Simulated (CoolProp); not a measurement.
R245ca at several states: density (kg/m³) from the reference equation and from simpler models built on Tc = 174.4 °C, pc = 3.941 MPa, ω = 0.355; each cubic takes its own stable root.

Model: reference Helmholtz-energy equation of state, Zhou 2016, in CoolProp.

| T (°C) | p (MPa) | phase | reference | van der Waals | Soave-Redlich-Kwong | Peng-Robinson |
|---|---|---|---|---|---|---|
| 169.55 | 10 | liquid | 1001 | 704.4 | 887.8 | 989.7 |
| -54.15 | 0.868 | liquid | 1575 | 938.8 | 1435 | 1613 |
| -39.15 | 0.0123 | liquid | 1539 | 0.8509 | 1410 | 1586 |
| -42.35 | 3.1 | liquid | 1551 | 933.2 | 1420 | 1596 |

At some of these states van der Waals gives the other phase, because its saturation line lies elsewhere.
